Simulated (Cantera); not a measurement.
Standard-state values (1 bar) from the NASA 1993 polynomials, evaluated with Cantera. Values are per mole of reaction as written; species without (g) are pure solids or liquids, kept so even where they would boil at 1 bar. TaC: taken at fixed stoichiometry.

2 Ta + C₂H₅OH(g) + 5 O(g) = 3 H₂O₂(g) + 2 TaC, with ΔH° = -1708.1 kJ and ΔS° = -380.6 J/K at 300 K.

Task: How far is the shortcut ΔG° ≈ ΔH°(300 K) − T·ΔS°(300 K) from the full temperature-dependent value at 2423, 2498, 2573, 2648, 2723, 2798 K?

Result: 
```
T (K)  shortcut (kJ)  full (kJ)  difference (kJ)  difference in log10 K
-----  -------------  ---------  ---------------  ---------------------
2423          -785.8     -741.6            -44.1                   0.95
2498          -757.2     -711.0            -46.2                   0.97
2573          -728.7     -680.4            -48.2                   0.98
2648          -700.1     -649.8            -50.3                   0.99
2723          -671.6     -619.2            -52.3                   1.00
2798          -643.0     -588.6            -54.4                   1.02
```
The shortcut ignores the heat-capacity change of the reaction.
